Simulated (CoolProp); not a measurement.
Saturated liquid density (kg/m³) of water: the reference equation beside estimates from Tc = 373.9 °C, pc = 22060 kPa, ω = 0.344. Rackett uses Z = 0.29056 − 0.08775 ω.

The numbers come from the reference Helmholtz-energy equation of state, Wagner 2002 in CoolProp.

```csv
T (°C),reference,Rackett,van der Waals,Redlich-Kwong,Soave-Redlich-Kwong
116.95,945.5,797.8,454.5,668.8,698.2
132.55,932.7,783.3,446.9,655.6,686.4
148.05,918.8,768.5,439.0,641.8,673.9
163.55,904.0,753.2,430.7,627.3,660.6
179.15,887.9,737.4,422.1,612.0,646.3
194.65,870.8,721.1,413.1,596.0,631.2
210.15,852.5,704.2,403.6,579.1,614.9
225.65,832.9,686.5,393.7,561.3,597.4
241.25,811.6,667.8,383.1,542.2,578.3
256.75,788.7,648.1,371.9,522.0,557.8
272.25,763.7,627.2,359.8,500.3,535.3
287.85,736.0,604.5,346.7,476.6,510.4
303.35,705.2,579.8,332.4,451.0,482.9
318.85,669.9,552.2,316.3,422.4,451.6
```

Absolute difference from the reference over all 14 rows, mean and median: Rackett 17.2 and 17.5 %, van der Waals 52.6 and 52.7 %, Redlich-Kwong 32.6 and 32.3 %, Soave-Redlich-Kwong 28.6 and 28.1 %.
